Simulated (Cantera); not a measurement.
Input: 1 mol Nb2O5, 1.8 mol H2, held at 24.0 Pa.

Equilibrium computed with Cantera from the NASA thermochemical tables; the gas is ideal and each condensed phase is pure. Candidate condensed phases: H2O, Nb, NbO, NbO2, Nb2O5; 12 gas species. Mutual solubility and eutectic melting of coexisting phases are not modelled. Condensed phases not in the tables: the oxides between NbO2 and Nb2O5. Kinetics and transport are ignored.

log p: log10 of the partial pressure in bar; n: condensed amount in mol.

```csv
T (K),log p H2,log p NbO2,log p H,log p H2O,log p OH,log p O,n NbO2(s),n Nb2O5(s),n Nb2O5(l)
873,-3.62,<-15,-12.14,-6.37,<-15,<-15,?,0.997,0
1073,-3.62,<-15,-9.67,-5.66,-14.13,<-15,?,0.984,0
1273,-3.63,-13.72,-7.96,-5.12,-11.39,<-15,?,0.943,0
1473,-3.66,-10.57,-6.73,-4.73,-9.38,-12.51,?,0.859,0
1673,-3.69,-8.20,-5.79,-4.45,-7.87,-10.06,?,0.734,0
1873,-3.72,-6.35,-5.05,-4.38,-6.82,-8.27,?,0,0.682
2073,-3.78,-4.87,-4.47,-4.56,-6.19,-7.02,?,0,0.755
2273,-4.34,-4.03,-4.25,-4.49,-5.21,-5.28,?,0,0.232
```

Q: Complete the blanks.

A: 
- 873, n NbO2(s): 0.00646
- 1073, n NbO2(s): 0.0327
- 1273, n NbO2(s): 0.114
- 1473, n NbO2(s): 0.281
- 1673, n NbO2(s): 0.532
- 1873, n NbO2(s): 0.633
- 2073, n NbO2(s): 0.374
- 2273, n NbO2(s): 0
